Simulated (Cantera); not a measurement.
Charge: 1 mol CCl4, a varied amount of H2, held at 1773 K and 0.100 bar.

Method: chemical equilibrium by Gibbs-energy minimisation in Cantera with the NASA 1993 tables (ideal gas, pure condensed phases). Candidate condensed phases: C, C6H6, C7H8, C8H18; 91 gas species. Kinetics and transport are ignored.

x: gas mole fraction; n: condensed amount in mol.

```
n(H2) (mol)  x HCl     x H2      x Cl       x H     x Cl2  x C2H2 (acetylene)  n C(graphite)
-----------  -----  -------  --------  --------  --------  ------------------  -------------
2            0.985  0.00494   0.00969   6.32e-5  0.000122             6.91e-7          1.000
3.2              ?        ?         ?         ?         ?                   ?          1.000
4.5              ?        ?         ?         ?         ?                   ?          0.999
5.7          0.519    0.480  0.000518  0.000623   3.47e-7             6.72e-5          0.999
7            0.444    0.555  0.000412  0.000670   2.20e-7             7.77e-5          0.998
8.2          0.392    0.607  0.000347  0.000701   1.57e-7             8.50e-5          0.998
9.5          0.347    0.651  0.000298  0.000726   1.15e-7             9.12e-5          0.997
11           0.307    0.692  0.000255  0.000748   8.46e-8             9.68e-5          0.997
12           0.285    0.714  0.000234  0.000760   7.07e-8             9.99e-5          0.997
```

Task: Complete the blanks.

Result: 
- 3.2, x HCl: 0.768
- 3.2, x H2: 0.231
- 3.2, x Cl: 0.00110
- 3.2, x H: 0.000432
- 3.2, x Cl2: 1.58e-6
- 3.2, x C2H2 (acetylene): 3.23e-5
- 4.5, x HCl: 0.614
- 4.5, x H2: 0.384
- 4.5, x Cl: 0.000685
- 4.5, x H: 0.000558
- 4.5, x Cl2: 6.09e-7
- 4.5, x C2H2 (acetylene): 5.38e-5
